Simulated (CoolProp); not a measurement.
Vapour-liquid equilibrium of R134a (1) + n-butane (2) at 333.3 K; x and y are mole fractions of (1).

The numbers come from the multi-fluid Helmholtz-energy mixture model, Tillner-Roth 1994 and Bücker 2006; pair parameters Bell 2016 in CoolProp.

| x | bubble pressure (MPa) | y at the bubble point | dew pressure at overall composition x (MPa) | liquid density (mol/L) |
|---|---|---|---|---|
| 0.05 | 0.8606 | 0.251 | 0.6757 | 9.093 |
| 0.125 | 1.109 | 0.425 | 0.7354 | 9.079 |
| 0.2 | 1.283 | 0.513 | 0.8053 | 9.064 |
| 0.275 | 1.408 | 0.567 | 0.8884 | 9.053 |
| 0.35 | 1.499 | 0.606 | 0.9881 | 9.049 |
| 0.425 | 1.569 | 0.638 | 1.109 | 9.058 |
| 0.5 | 1.626 | 0.667 | 1.256 | 9.087 |
| 0.575 | 1.673 | 0.697 | 1.426 | 9.144 |
| 0.65 | 1.713 | 0.729 | 1.594 | 9.237 |
| 0.725 | 1.742 | 0.766 | 1.709 | 9.374 |
| 0.8 | 1.759 | 0.810 | 1.757 | 9.560 |
| 0.875 | 1.757 | 0.866 | 1.755 | 9.798 |
| 0.95 | 1.728 | 0.938 | 1.721 | 10.09 |

y crosses x between x = 0.8 and 0.875: the model has an azeotrope there.

Pair parameters are fitted to limited data, so mixtures are less certain than the pure fluids. With so large a gap from Raoult's law the liquid may split in two, which this calculation doesn't test in full.
